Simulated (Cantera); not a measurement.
## Carbon deposition, reforming and gasification: CO + O₂ + N₂

Input: 1 mol CO, a varied amount of O₂, 0.75 mol N₂, at 1223.15 K and 71.0 bar.

Cantera equilibrium calculation (NASA polynomials, part measured and part estimated; ideal gas, pure solids and liquids). Candidate condensed phases: C; 24 gas species. The ideal-gas law is rough above about 30 bar. Kinetics and transport are ignored.

From 0.026 mol O₂ to 0.11 mol O₂ the condensed part is C(graphite). From 0.16 mol O₂ to 1.5 mol O₂ nothing is condensed. The main C-bearing gas is CO at 0.026 mol O₂ and CO₂ at 1.5 mol O₂.

```csv
n(O₂) (mol),x CO₂,x N₂,x CO,x O₂,x NO,x NO₂,x N₂O,n C(graphite)
0.026,0.142,0.475,0.382,<1e-12,<1e-12,<1e-12,<1e-12,0.173
0.038,0.145,0.470,0.385,<1e-12,<1e-12,<1e-12,<1e-12,0.155
0.055,0.148,0.463,0.389,<1e-12,<1e-12,<1e-12,<1e-12,0.130
0.079,0.152,0.453,0.395,<1e-12,<1e-12,<1e-12,<1e-12,0.0939
0.11,0.157,0.441,0.402,<1e-12,<1e-12,<1e-12,<1e-12,0.0480
0.16,0.183,0.429,0.389,<1e-12,<1e-12,<1e-12,<1e-12,0
0.24,0.274,0.429,0.297,<1e-12,1.22e-12,<1e-12,<1e-12,0
0.34,0.389,0.429,0.183,<1e-12,2.81e-12,<1e-12,<1e-12,0
0.5,0.571,0.429,2.14e-6,8.92e-7,3.54e-7,9.33e-11,1.52e-10,0
0.72,0.508,0.381,5.37e-9,0.112,0.000118,1.10e-5,4.77e-8,0
1,0.444,0.333,3.33e-9,0.222,0.000156,2.05e-5,5.90e-8,0
1.5,0.364,0.273,2.13e-9,0.364,0.000180,3.03e-5,6.17e-8,0
```
x: gas mole fraction; n: condensed amount in mol.
